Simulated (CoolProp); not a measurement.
Properties of water along the isotherm 465.65 °C (Tc = 373.9 °C, pc = 220.6 bar, ω = 0.344).

Computed with CoolProp (reference Helmholtz-energy equation of state, Wagner 2002).

| p (bar) | phase | speed of sound (m/s) | Joule-Thomson coefficient (K/MPa) | expansivity (1/kK) | viscosity (µPa s) | Prandtl number | fugacity coefficient |
|---|---|---|---|---|---|---|---|
| 1.74 | gas | 660.2 | 5.678 | 1.362 | 27.2 | 0.919 | 0.9984 |
| 3.97 | gas | 659.5 | 5.676 | 1.373 | 27.2 | 0.921 | 0.9964 |
| 9.03 | gas | 658.0 | 5.671 | 1.398 | 27.2 | 0.924 | 0.9919 |
| 20.6 | gas | 654.4 | 5.656 | 1.457 | 27.2 | 0.933 | 0.9814 |
| 46.8 | gas | 646.0 | 5.606 | 1.608 | 27.2 | 0.955 | 0.9579 |
| 106 | gas | 625.6 | 5.416 | 2.048 | 27.5 | 1.02 | 0.9049 |
| 242 | supercritical | 572.6 | 4.609 | 3.987 | 29.4 | 1.27 | 0.7852 |
| 552 | supercritical | 594.5 | 1.497 | 8.263 | 51.0 | 1.42 | 0.5471 |

Viscosity comes from a separate model (Huber 2009). Thermal conductivity comes from a separate model (Huber 2012).
